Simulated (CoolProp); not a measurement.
Ethylbenzene at several states: Z from the reference equation and from simpler models built on Tc = 617.1 K, pc = 36.22 bar, ω = 0.304; each cubic takes its own stable root.

The numbers come from the reference Helmholtz-energy equation of state, Zhou 2012 in CoolProp.

```csv
T (K),p (bar),phase,reference
242.5,8.02,liquid,0.04634
380.6,2.51,liquid,0.01068
211.4,0.395,liquid,0.002543
300.1,13.7,liquid,0.06764
384.5,7.7,liquid,0.03256
```

**Question.** How far does each simpler model (van der Waals, Redlich-Kwong, Soave-Redlich-Kwong, Peng-Robinson) lie from the reference over these 5 states: mean and median of the absolute difference, and the worst?

**Answer.** 
- van der Waals: mean 1786.5 %, median 75.2 %, worst +8635.0 % at 380.6 K and 2.51 bar
- Redlich-Kwong: mean 17.6 %, median 17.4 %, worst +18.5 % at 211.4 K and 0.395 bar
- Soave-Redlich-Kwong: mean 14.6 %, median 14.1 %, worst +17.2 % at 211.4 K and 0.395 bar
- Peng-Robinson: mean 1.9 %, median 1.5 %, worst +4.7 % at 211.4 K and 0.395 bar

At some of these states van der Waals gives the other phase, because its saturation line lies elsewhere.
